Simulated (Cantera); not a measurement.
A closed system holds: 1 mol BCl₃, 7.8 mol H₂O, 0.89 mol N₂, equilibrated at 29.0 Pa.

Method: chemical equilibrium by Gibbs-energy minimisation in Cantera with the NASA 1993 tables (ideal gas, pure condensed phases). Candidate condensed phases: B, BN, B₂O₃, B₃O₃H₃, H₂O, NH₄Cl; 49 gas species. Gases not in the tables: H₃BO₃. Equilibrium is a limit: real reactors are often held back by kinetics, nucleation or transport.

Q: Which condensed phases are stable at each of these points (T (°C)): 875, 950, 1025, 1100, 1175, 1250, 1325, 1400, 1475, 1550, 1625, 1700, 1775?

A: 
```json
[
 {"T (°C)": "875", "condensed phases": "B₂O₃(l)", "B condensed (%)": "81.7"},
 {"T (°C)": "950", "condensed phases": "B₂O₃(l)", "B condensed (%)": "46.1"},
 {"T (°C)": "1025", "condensed phases": "gas only", "B condensed (%)": "0.0"},
 {"T (°C)": "1100", "condensed phases": "gas only", "B condensed (%)": "0.0"},
 {"T (°C)": "1175", "condensed phases": "gas only", "B condensed (%)": "0.0"},
 {"T (°C)": "1250", "condensed phases": "gas only", "B condensed (%)": "0.0"},
 {"T (°C)": "1325", "condensed phases": "gas only", "B condensed (%)": "0.0"},
 {"T (°C)": "1400", "condensed phases": "gas only", "B condensed (%)": "0.0"},
 {"T (°C)": "1475", "condensed phases": "gas only", "B condensed (%)": "0.0"},
 {"T (°C)": "1550", "condensed phases": "gas only", "B condensed (%)": "0.0"},
 {"T (°C)": "1625", "condensed phases": "gas only", "B condensed (%)": "0.0"},
 {"T (°C)": "1700", "condensed phases": "gas only", "B condensed (%)": "0.0"},
 {"T (°C)": "1775", "condensed phases": "gas only", "B condensed (%)": "0.0"}
]
```

From 875 °C to 950 °C the condensed part is B₂O₃(l). From 1025 °C to 1775 °C nothing is condensed.
